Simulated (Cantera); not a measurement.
## Ignition delay

Mixture: CH4 : O2 : N2 : H2O = 1 : 3.64 : 19 : 0.75 (molar parts), equivalence ratio 0.55, at 2030 Torr, adiabatic and at constant volume. Ignition delay is the time to a rise of 400 K.

Cantera simulation using GRI-Mech 3.0 (53 species, 325 reactions); the numbers are that mechanism's predictions, not measurements.

```csv
T0 (K),delay (ms)
1025,239
1075,109
1125,52.4
1175,26.1
1225,13.5
1275,7.16
```

```json
{
 "apparent activation energy between 1175 and 1275 K": "160 kJ/mol"
}
```
